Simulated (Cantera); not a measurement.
An isothermal plug-flow reactor at 1050 K and 0.340 bar (inlet), inlet velocity 3.5 m/s, active area per volume 3400 1/m; feed CH₄ : O₂ : N₂ : H₂O = 0.0028 : 0.045 : 0.79 : 0.054 (molar parts), equivalence ratio 0.12.

Cantera simulation using Deutschmann's 1995 Pt surface mechanism with GRI-Mech 3.0 gas chemistry; the numbers are that mechanism's predictions, not measurements. Catalytic surfaces can have several steady states; this one follows from the mechanism file's or the stated starting coverage. Mass transfer to the wall is taken as infinitely fast.

Problem. Predict: x(CH₄) at z = 0.016 m; x(O₂) at z = 0.016 m; x(H₂O) at z = 0.016 m; x(CO₂) at z = 0.016 m; x(CO) at z = 0.016 m; θ(free Pt) at the exit; θ(O*) at the exit; θ(OH*) at the exit.

Solution. 
```
Property                 Result
----------------------  -------
x(CH₄) at z = 0.016 m   3.40e-5
x(O₂) at z = 0.016 m     0.0443
x(H₂O) at z = 0.016 m    0.0668
x(CO₂) at z = 0.016 m   0.00310
x(CO) at z = 0.016 m    3.00e-8
θ(free Pt) at the exit    0.366
θ(O*) at the exit         0.631
θ(OH*) at the exit      0.00276
```
